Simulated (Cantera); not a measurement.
An isothermal plug-flow reactor at 823 K and 2.86 atm (inlet), inlet velocity 0.063 m/s, active area per volume 4100 1/m; feed CO : O2 : N2 : H2O = 0.023 : 0.07 : 0.79 : 0.024 (molar parts).

Detailed kinetics in Cantera: Deutschmann's 1995 Pt surface mechanism with GRI-Mech 3.0 gas chemistry. Catalytic surfaces can have several steady states; this one follows from the mechanism file's or the stated starting coverage. Mass transfer to the wall is taken as infinitely fast.

### Question
What does this change do: temperature 823 to 500 K?

### Answer
| quantity | before | after |
|---|---|---|
| x(CO) at z = 0.013 m | <1e-12 | 0.0253 |
| x(O2) at z = 0.013 m | 0.0653 | 0.0771 |
| x(H2O) at z = 0.013 m | 0.0268 | 0.0265 |
| x(CO2) at z = 0.013 m | 0.0257 | 6.81e-5 |
| θ(O*) at the exit | 0.958 | 0.00194 |
